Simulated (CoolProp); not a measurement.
Saturated liquid density (kg/m³) of CF4 (R14): the reference equation beside estimates from Tc = 227.4 K, pc = 3.762 MPa, ω = 0.178.

The numbers come from the reference Helmholtz-energy equation of state, Platzer 1990 in CoolProp. This equation is an older, rougher fit; its heat capacities, sound speeds and derivatives of the liquid may be far off and weren't checked against measurements.

```
T (K)  reference  van der Waals  Peng-Robinson
-----  ---------  -------------  -------------
158.1       1532           1004           1691
163         1503          984.7           1656
167.8       1475          965.3           1619
172.6       1445          945.0           1579
177.4       1414          923.7           1537
182.2       1382          901.2           1492
187         1348          877.5           1444
191.9       1311          851.6           1390
196.7       1272          824.4           1333
```

Absolute difference from the reference over all 9 rows, mean and median: van der Waals 34.7 and 34.7 %, Peng-Robinson 8.2 and 8.7 %.
